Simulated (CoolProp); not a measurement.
Saturated liquid density (kg/m³) of R142b: the reference equation beside estimates from Tc = 137.1 °C, pc = 4.055 MPa, ω = 0.232. Rackett uses Z = 0.29056 − 0.08775 ω.

The numbers come from the reference Helmholtz-energy equation of state, Lemmon 2006 in CoolProp. It is a short technical equation, of lower accuracy than the large ones.

| T (°C) | reference | Rackett | van der Waals | Redlich-Kwong | Soave-Redlich-Kwong | Peng-Robinson |
|---|---|---|---|---|---|---|
| 33.95 | 1088 | 1068 | 651.6 | 934.5 | 972.4 | 1103 |
| 39.05 | 1075 | 1055 | 643.3 | 919.7 | 957.9 | 1086 |
| 44.15 | 1061 | 1041 | 634.8 | 904.4 | 942.9 | 1070 |
| 49.35 | 1046 | 1026 | 625.8 | 888.3 | 927.0 | 1052 |
| 54.45 | 1031 | 1012 | 616.8 | 872.0 | 910.7 | 1034 |
| 59.65 | 1016 | 996.6 | 607.2 | 854.8 | 893.5 | 1014 |
| 64.75 | 1000 | 981.1 | 597.5 | 837.3 | 875.8 | 994.1 |
| 69.95 | 983.7 | 964.8 | 587.3 | 818.8 | 857.0 | 972.6 |
| 75.05 | 966.9 | 948.1 | 576.8 | 799.9 | 837.6 | 950.5 |
| 80.25 | 948.9 | 930.4 | 565.6 | 779.8 | 816.9 | 926.8 |
| 85.35 | 930.5 | 912.3 | 554.1 | 759.2 | 795.4 | 902.1 |
| 90.45 | 911.1 | 893.2 | 542.1 | 737.5 | 772.8 | 875.9 |
| 95.65 | 890.1 | 872.6 | 529.1 | 714.3 | 748.3 | 847.5 |

Absolute difference from the reference over all 13 rows, mean and median: Rackett 1.9 and 1.9 %, van der Waals 40.3 and 40.2 %, Redlich-Kwong 16.5 and 16.3 %, Soave-Redlich-Kwong 12.8 and 12.4 %, Peng-Robinson 1.7 and 1.1 %.
